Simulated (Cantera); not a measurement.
**Premixed flame**

A freely propagating, adiabatic, planar premixed flame of 7.49 % CH4, 2.17 % C2H6, 18.8 % O2, 71.5 % N2, equivalence ratio 1.2, unburnt at 575 K and 1.00 bar; multicomponent transport, grid criteria slope 0.08 and curve 0.16, no radiation.

Model: GRI-Mech 3.0 (53 species, 325 reactions), integrated in Cantera. Burning velocities carry a grid error of a few per cent, more on coarse grids.

| z (mm) | T (K) | u (m/s) | x CH4 | x C2H6 | x O2 | x C2H2 | x HCO | x O |
|---|---|---|---|---|---|---|---|---|
| -1.00 | 575 | 1.14 | 0.0748 | 0.0217 | 0.188 | 1.25e-8 | <1e-8 | <1e-8 |
| -0.668 | 577 | 1.15 | 0.0745 | 0.0216 | 0.187 | 2.21e-7 | <1e-8 | <1e-8 |
| -0.501 | 586 | 1.17 | 0.0738 | 0.0215 | 0.186 | 1.71e-6 | <1e-8 | <1e-8 |
| -0.334 | 656 | 1.33 | 0.0704 | 0.0209 | 0.179 | 2.08e-5 | <1e-8 | 3.67e-8 |
| -0.167 | 1081 | 2.24 | 0.0511 | 0.0146 | 0.141 | 0.000263 | 1.30e-6 | 7.36e-6 |
| -0.0835 | 1495 | 3.15 | 0.0294 | 0.00558 | 0.0978 | 0.000711 | 2.57e-5 | 0.000102 |
| 0 | 1866 | 3.98 | 0.00811 | 0.000310 | 0.0498 | 0.00107 | 7.22e-5 | 0.000647 |
| 0.0835 | 2032 | 4.34 | 0.000851 | 1.60e-6 | 0.0216 | 0.000310 | 3.06e-5 | 0.00167 |
| 0.167 | 2076 | 4.43 | 4.99e-5 | <1e-8 | 0.0111 | 2.64e-5 | 3.36e-6 | 0.00231 |
| 0.334 | 2108 | 4.47 | 1.71e-7 | <1e-8 | 0.00632 | 1.22e-7 | 1.42e-7 | 0.00232 |
| 0.668 | 2145 | 4.53 | <1e-8 | <1e-8 | 0.00477 | <1e-8 | 1.04e-7 | 0.00190 |
| 1.34 | 2192 | 4.62 | <1e-8 | <1e-8 | 0.00352 | <1e-8 | 7.84e-8 | 0.00135 |
| 2.67 | 2241 | 4.71 | <1e-8 | <1e-8 | 0.00224 | <1e-8 | 5.41e-8 | 0.000810 |
x: mole fraction of selected species; z is measured from the peak of heat release.

The laminar burning velocity is 114 cm/s. The thermal thickness is 0.334 mm and the peak x(C2H2) is 0.00111. The peak x(HCO) is 7.22e-5 and the peak x(O) is 0.00241. The grid points is 148.
